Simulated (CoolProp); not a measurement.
A single-stage vapour-compression cycle with R21: evaporating at 281.15 K (dew point), condensing at 318.15 K (bubble point), superheat 10 K, subcooling 8 K, compressor efficiency 0.85, no pressure losses. Each further row changes one setting.

Values from CoolProp's reference Helmholtz-energy equation of state, Platzer 1990. This equation is an older, rougher fit; its heat capacities, sound speeds and derivatives of the liquid may be far off and weren't checked against measurements.

| case | cooling COP | pressure ratio | discharge temperature (K) | refrigerating effect (kJ/kg) | volumetric capacity (kJ/m³) |
|---|---|---|---|---|---|
| as stated | 5.94 | 3.50 | 354.6 | 215 | 926 |
| evaporating temperature 286.15 K | 7.10 | ___ | 350.2 | 218 | 1120 |
| condensing temperature 313.15 K | 6.97 | 3.02 | 346.7 | 221 | 949 |
| subcooling 13 K | 6.09 | 3.50 | 354.6 | 221 | 949 |
| superheat 20 K | 5.89 | 3.50 | 365.5 | ___ | 918 |
| compressor efficiency 0.75 | 5.24 | 3.50 | ___ | 215 | 926 |

Question: Some entries are withheld; supply them.

Answer: 
- evaporating temperature 286.15 K, pressure ratio: 2.89
- superheat 20 K, refrigerating effect (kJ/kg): 222
- compressor efficiency 0.75, discharge temperature (K): 361.6
